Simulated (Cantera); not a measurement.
Source: NASA polynomial tables (part measured, part estimated), evaluated in Cantera. Values are per mole of reaction as written; species without (g) are pure solids or liquids, kept so even where they would boil at 1 bar.

Ta + 4 OH(g) ⇌ TaO₂(g) + 2 H₂O(g), with ΔH° = -841.9 kJ and ΔS° = -118.7 J/K at 300 K.

Task: How far is the shortcut ΔG° ≈ ΔH°(300 K) − T·ΔS°(300 K) from the full temperature-dependent value at 1398, 1598, 1798, 1998, 2198, 2398, 2598, 2798, 2998 K?

Result: 
```json
[
 {"T (K)": "1398", "shortcut (kJ)": "-676.0", "full (kJ)": "-651.9", "difference (kJ)": "-24.1", "difference in log10 K": "0.90"},
 {"T (K)": "1598", "shortcut (kJ)": "-652.2", "full (kJ)": "-622.0", "difference (kJ)": "-30.3", "difference in log10 K": "0.99"},
 {"T (K)": "1798", "shortcut (kJ)": "-628.5", "full (kJ)": "-591.8", "difference (kJ)": "-36.7", "difference in log10 K": "1.07"},
 {"T (K)": "1998", "shortcut (kJ)": "-604.8", "full (kJ)": "-561.4", "difference (kJ)": "-43.3", "difference in log10 K": "1.13"},
 {"T (K)": "2198", "shortcut (kJ)": "-581.0", "full (kJ)": "-530.8", "difference (kJ)": "-50.2", "difference in log10 K": "1.19"},
 {"T (K)": "2398", "shortcut (kJ)": "-557.3", "full (kJ)": "-500.1", "difference (kJ)": "-57.2", "difference in log10 K": "1.25"},
 {"T (K)": "2598", "shortcut (kJ)": "-533.5", "full (kJ)": "-469.2", "difference (kJ)": "-64.3", "difference in log10 K": "1.29"},
 {"T (K)": "2798", "shortcut (kJ)": "-509.8", "full (kJ)": "-438.2", "difference (kJ)": "-71.6", "difference in log10 K": "1.34"},
 {"T (K)": "2998", "shortcut (kJ)": "-486.0", "full (kJ)": "-406.9", "difference (kJ)": "-79.1", "difference in log10 K": "1.38"}
]
```
The shortcut ignores the heat-capacity change of the reaction.
